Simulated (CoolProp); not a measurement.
Vapour-liquid equilibrium of CHF3 (R23) (1) + propylene (2) at 0.674 MPa; x and y are mole fractions of (1).

Model: multi-fluid Helmholtz-energy mixture model, Penoncello 2003 and Lemmon 2013; pair parameters Bell 2016, in CoolProp.

```
x     bubble temperature (K)  y at the bubble point  dew temperature at overall composition x (K)  liquid density (mol/L)
----  ----------------------  ---------------------  --------------------------------------------  ----------------------
0.05                   267.3                  0.278                                         276.2                   13.25
0.15                   253.3                  0.566                                         272.5                   13.93
0.25                   245.6                  0.692                                         268.5                   14.43
0.35                   241.2                  0.756                                         264.2                   14.85
0.45                   238.5                  0.796                                         259.5                   15.25
0.55                   236.6                  0.824                                         254.2                   15.65
0.65                   235.3                  0.849                                         248.3                   16.09
0.75                   234.1                  0.876                                         241.6                   16.59
0.85                   233.0                  0.911                                         235.2                   17.17
0.95                   232.2                  0.962                                         232.3                   17.85
```

No azeotrope shows between x = 0.05 and 0.95.

Pair parameters are fitted to limited data, so mixtures are less certain than the pure fluids. With so large a gap from Raoult's law the liquid may split in two, which this calculation doesn't test in full.
